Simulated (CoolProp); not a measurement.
Vapour-liquid equilibrium of CH2F2 (R32) (1) + R123 (2) at 298 kPa; x and y are mole fractions of (1).

The numbers come from the multi-fluid Helmholtz-energy mixture model, Tillner-Roth 1997 and Younglove 1994; pair parameters Bell 2016 in CoolProp.

```tsv
x	bubble temperature (K)	y at the bubble point	dew temperature at overall composition x (K)	liquid density (mol/L)
0.05	315.6	0.441	332.8	9.518
0.2	281.3	0.858	326.9	11.03
0.35	266.4	0.937	320.2	12.42
0.5	258.7	0.963	312.3	13.94
0.65	253.9	0.977	302.4	15.73
0.8	250.1	0.987	288.7	17.95
0.95	246.5	0.996	262.9	20.83
```

No azeotrope shows between x = 0.05 and 0.95.

The pair parameters rest on a limited set of measurements; away from them the model extrapolates.
